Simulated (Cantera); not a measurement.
An isothermal, constant-pressure homogeneous reactor starts with CH₄ : O₂ : N₂ = 0.026 : 0.0099 : 1 (molar parts), equivalence ratio 5.3, at 1475 K and 0.750 bar. Integrator tolerance rtol = 1e-08.

Detailed kinetics in Cantera: GRI-Mech 3.0 (53 species, 325 reactions). GRI-Mech 3.0 stops at C3 and has no aromatics, soot or wall deposition, so with more carbon than oxygen in the feed, carbon stays in small species such as C2H2 where larger ones or solid carbon would form.

Task: What does this change do: temperature 1475 to 1348 K?

Result: 
| quantity | before | after |
|---|---|---|
| x(CH₄) at 10.0 s | 0.00262 (gas-phase equilibrium 9.41e-5) | 0.0101 (gas-phase equilibrium 0.000458) |
| x(O₂) at 10.0 s | <1e-12 (gas-phase equilibrium <1e-12) | 3.67e-7 (gas-phase equilibrium <1e-12) |
| x(CH₃) at 10.0 s | 4.57e-6 (gas-phase equilibrium 1.34e-7) | 2.89e-6 (gas-phase equilibrium 1.15e-7) |
| x(N₂O) at 10.0 s | <1e-12 (gas-phase equilibrium <1e-12) | <1e-12 (gas-phase equilibrium <1e-12) |
| x(OH) at 10.0 s | 2.12e-8 (gas-phase equilibrium <1e-12) | 2.37e-9 (gas-phase equilibrium <1e-12) |
| x(CO) at 10.0 s | 0.00731 (gas-phase equilibrium 0.0185) | 0.00701 (gas-phase equilibrium 0.0185) |
| x(NO) at 10.0 s | 4.22e-10 (gas-phase equilibrium <1e-12) | 2.28e-10 (gas-phase equilibrium <1e-12) |

Task: What does this change do: pressure from 0.750 bar to 13.0 bar?

Result: 
| quantity | before | after |
|---|---|---|
| x(CH₄) at 10.0 s | 0.00262 (gas-phase equilibrium 9.41e-5) | 0.00446 (gas-phase equilibrium 0.00124) |
| x(O₂) at 10.0 s | <1e-12 (gas-phase equilibrium <1e-12) | <1e-12 (gas-phase equilibrium <1e-12) |
| x(CH₃) at 10.0 s | 4.57e-6 (gas-phase equilibrium 1.34e-7) | 1.99e-6 (gas-phase equilibrium 4.32e-7) |
| x(N₂O) at 10.0 s | <1e-12 (gas-phase equilibrium <1e-12) | <1e-12 (gas-phase equilibrium <1e-12) |
| x(OH) at 10.0 s | 2.12e-8 (gas-phase equilibrium <1e-12) | 4.38e-9 (gas-phase equilibrium <1e-12) |
| x(CO) at 10.0 s | 0.00731 (gas-phase equilibrium 0.0185) | 0.00907 (gas-phase equilibrium 0.0185) |
| x(NO) at 10.0 s | 4.22e-10 (gas-phase equilibrium <1e-12) | 6.84e-12 (gas-phase equilibrium <1e-12) |
The pressure lies above the range GRI-Mech 3.0 was tuned for (to about 10 atm).

Task: What does this change do: pressure from 0.750 bar to 6.30 bar?

Result: 
```csv
quantity,before,after
x(CH₄) at 10.0 s,0.00262 (gas-phase equilibrium 9.41e-5),0.00294 (gas-phase equilibrium 0.000689)
x(O₂) at 10.0 s,<1e-12 (gas-phase equilibrium <1e-12),<1e-12 (gas-phase equilibrium <1e-12)
x(CH₃) at 10.0 s,4.57e-6 (gas-phase equilibrium 1.34e-7),1.83e-6 (gas-phase equilibrium 3.42e-7)
x(N₂O) at 10.0 s,<1e-12 (gas-phase equilibrium <1e-12),<1e-12 (gas-phase equilibrium <1e-12)
x(OH) at 10.0 s,2.12e-8 (gas-phase equilibrium <1e-12),6.58e-9 (gas-phase equilibrium <1e-12)
x(CO) at 10.0 s,0.00731 (gas-phase equilibrium 0.0185),0.00858 (gas-phase equilibrium 0.0185)
x(NO) at 10.0 s,4.22e-10 (gas-phase equilibrium <1e-12),1.86e-11 (gas-phase equilibrium <1e-12)
```
